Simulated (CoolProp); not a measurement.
A simple Rankine cycle with R152A: condensing at 300.15 K, boiler at 2.11 MPa, turbine inlet 388.3 K, turbine efficiency 0.7, pump efficiency 0.6, no recuperator. Each further row changes one setting.

The numbers come from the reference Helmholtz-energy equation of state, Outcalt 1996 in CoolProp. It is a modified Benedict-Webb-Rubin equation, recast in Helmholtz form.

```
case                             thermal efficiency (%)  net work (kJ/kg)  heat in (kJ/kg)  turbine exit temperature (K)  volume ratio over the turbine
-------------------------------  ----------------------  ----------------  ---------------  ----------------------------  -----------------------------
as stated                                           8.3              30.0              359                         342.4                           3.33
turbine inlet 408.3 K                               8.5              33.0              389                         364.1                           3.28
condensing temperature 292.15 K                     9.7              36.1              374                         334.8                           4.20
boiler pressure 1.48 MPa                            6.2              23.2              372                         358.0                           2.30
turbine efficiency 0.6                              7.0              25.3              359                         346.2                           3.38
```
